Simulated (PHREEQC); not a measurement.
A made-up water analysis in mg/L, 72 °C, pH 6.87, pe 1.9: Na 6.52; K 0.0465; Ca 10.9; Mg 3.66; Cl 0.967; S(6) as SO4 37.7; Alkalinity as HCO3 17.4; Zn 0.687; Li 0.01.

Valence states are taken as typed.

Model: ion-association model, phreeqc.dat, run in PHREEQC.

Precipitation was switched off in this run.

### Question
What ionic strength, charge-balance error does the model give?

### Answer
ionic strength 0.00180 mol/kgw; charge-balance error 2.6 %.

### Question
In which forms is Mg present?

### Answer
Mg+2 86 %, MgSO4 14 % of the Mg.

Constants without temperature data keep their 25 °C values here.
